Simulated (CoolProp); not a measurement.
Saturated liquid density (kg/m³) of dimethyl carbonate: the reference equation beside estimates from Tc = 557.0 K, pc = 49.09 bar, ω = 0.346. Rackett uses Z = 0.29056 − 0.08775 ω.

Values from CoolProp's reference Helmholtz-energy equation of state, Zhou 2011.

```tsv
T (K)	reference	Rackett	Redlich-Kwong	Soave-Redlich-Kwong
443.2	849.1	863.0	699.9	[?]
446.7	842.9	[?]	693.2	740.1
450.1	836.9	850.0	686.6	733.4
453.6	830.6	843.3	679.7	726.3
457	824.4	836.7	672.8	719.3
460.5	817.8	829.7	665.6	711.9
463.9	811.4	822.8	658.5	704.5
467.3	804.9	815.8	651.2	697.0
470.8	798.1	808.5	643.6	689.0
474.2	791.3	801.2	636.0	681.1
477.7	784.2	[?]	628.1	672.7
481.1	777.1	786.0	620.2	664.4
484.6	769.7	778.0	611.9	655.5
488	762.3	770.1	603.7	646.7
491.5	754.5	761.7	594.9	637.3
```

### Question
Some entries are withheld; supply them.

### Answer

- 443.2, Soave-Redlich-Kwong: 746.8
- 446.7, Rackett: 856.5
- 477.7, Rackett: 793.6

Absolute difference from the reference over all 15 rows, mean and median: Rackett 1.3 and 1.4 %, Redlich-Kwong 19.2 and 19.1 %, Soave-Redlich-Kwong 13.6 and 13.4 %.
